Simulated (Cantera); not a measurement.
Cantera run:

```python
import numpy as np
import cantera as ct

gas_names = [...]  # 113 gases of nasa_gas.yaml made of C, F, H, Si
cond_names = """
    C(gr) C6H6(L) C7H8(L) C8H18(L),n-octa Si(cr) Si(L) SiC(b)
""".split()


# ... load() reads the species with a 1 bar reference pressure and builds the phases ...
atoms = {
    'CH3F': {'C': 1, 'H': 3, 'F': 1},
    'Si': {'Si': 1},
}
top_T = {'C(gr)': 4500, 'SiC(b)': 3050}  # K; cautious upper limits of use, not melting points


# ... equilibrate(T, P, feed) seeds the gas with the atoms and calls Mixture.equilibrate('TP', solver="vcs", rtol=1e-11, max_steps=5000) ...
results = []
feed = {'CH3F': 1, 'Si': 0.045}  # mol
T = 3498  # K
P = 49  # Pa
mix = equilibrate(T, P, feed)
results.append((T, P, feed, dict(zip(mix.species_names, mix.species_moles))))
x = sorted(zip(gas.X, gas.species_names), reverse=True)
print(f"T = {T:g} K  P = {P:g} Pa  gas = {mix.phase_moles(0):.4g} mol")
print("   x: " + "  ".join(f"{s} {v:.3e}" for v, s in x if v > 0.0001))
print("   condensed (mol): " + ("  ".join(f"{mix.phase(i).name} {mix.phase_moles(i):.4g}"
      for i in range(1, mix.n_phases) if mix.phase_moles(i) > 1e-12) or "none"))
```

It prints:

```
T = 3498 K  P = 49 Pa  gas = 4.927 mol
   x: H 5.959e-01  F 1.893e-01  C 1.837e-01  HF 1.190e-02  Si 8.922e-03  C2 6.210e-03  C3 1.704e-03  CF 1.613e-03  H2 5.036e-04  SiF 1.834e-04
   condensed (mol): none
```

Equilibrium computed with Cantera from the NASA thermochemical tables; the gas is ideal and each condensed phase is pure. The tables' values for SiF are old estimates; treat these amounts as uncertain.
